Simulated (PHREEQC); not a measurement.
Model water analysis in mg/L, 10 °C, pH 3.61, pe 9.1:

| constituent | mg/L |
|---|---|
| Na | 18.2 |
| K | 39.1 |
| Ca | 302 |
| Mg | 77.4 |
| Cl | 154 |
| S(6) as SO4 | 548 |
| Cu(2) | 0.193 |
| O(0) (dissolved oxygen) | 1.21 |

Cl is adjusted to close the charge balance.
Valence states are taken as typed.

The numbers come from PHREEQC with the ion-association model, wateq4f.dat.

No solid was allowed to form.

**Question.** Estimate the ionic strength.

**Answer.** ionic strength 0.0332 mol/kgw.

**Question.** In which forms is Cu present?

**Answer.** Cu+2 82 %, CuSO4 17 %, CuCl+ 0.7 % of the Cu.

Constants without temperature data keep their 25 °C values here.
